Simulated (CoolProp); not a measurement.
Vapour-liquid equilibrium of R113 (1) + n-hexane (2) at 140.95 °C; x and y are mole fractions of (1).

Computed with CoolProp (multi-fluid Helmholtz-energy mixture model, Marx 1992 and Thol 2019; pair parameters Bell 2016).

```csv
x,bubble pressure (kPa),y at the bubble point,dew pressure at overall composition x (kPa),liquid density (mol/L)
0.05,658.6,___,___,6.193
0.125,700.8,0.195,673.9,6.212
0.2,740.0,0.291,702.9,6.233
0.275,776.6,0.377,733.3,6.256
0.35,___,0.455,764.9,___
0.425,843.0,___,797.6,6.307
0.5,873.1,0.594,831.0,6.335
0.575,901.5,0.658,___,6.367
0.65,928.3,0.720,898.0,6.401
0.725,953.4,0.780,930.5,___
0.8,977.0,0.840,961.5,6.478
0.875,___,0.899,990.4,6.521
0.95,1020,0.959,1017,6.568
```

**Question.** Complete the blanks.

**Answer.** 
- 0.05, y at the bubble point: 0.084
- 0.05, dew pressure at overall composition x (kPa): 646.3
- 0.35, bubble pressure (kPa): 810.8
- 0.35, liquid density (mol/L): 6.280
- 0.425, y at the bubble point: 0.527
- 0.575, dew pressure at overall composition x (kPa): 864.6
- 0.725, liquid density (mol/L): 6.438
- 0.875, bubble pressure (kPa): 999.1

No azeotrope shows between x = 0.05 and 0.95.

Pair parameters are fitted to limited data, so mixtures are less certain than the pure fluids.
